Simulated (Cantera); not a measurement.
Charge: 1 mol CH3SiCl3, 0.4 mol C2H2, 720 mol H2, held at 128 Torr.

Cantera equilibrium calculation (NASA polynomials, part measured and part estimated; ideal gas, pure solids and liquids). Candidate condensed phases: C, C6H6, C7H8, C8H18, Si, SiC; 109 gas species. The feed counts by its element totals alone. The tables' values for SiCl are old estimates; treat these amounts as uncertain. Gases not in the tables: Si2H6 and higher silanes. Rates play no part.

x: gas mole fraction; n: condensed amount in mol.

```csv
T (°C),x H2,x H,x HCl,x C2H2 (acetylene),n SiC(s),n C(graphite)
1002,0.995,1.78e-6,0.00415,1.92e-7,1.000,0
1202,0.995,?,0.00415,?,1.000,?
1402,0.995,?,0.00414,?,0.999,?
1602,0.994,0.00158,0.00414,0.000315,0.996,0.271
1802,0.989,0.00642,0.00410,0.000578,0.923,0
2002,0.973,0.0203,0.00401,0.00114,0,0
2202,0.941,0.0529,0.00387,0.00115,0,0
```

### Question
Fill in the missing entries.

### Answer

- 1402, x H: 0.000281
- 1402, x C2H2 (acetylene): 5.78e-5
- 1402, n C(graphite): 0.569
- 1202, x H: 3.14e-5
- 1202, x C2H2 (acetylene): 6.64e-6
- 1202, n C(graphite): 0.436
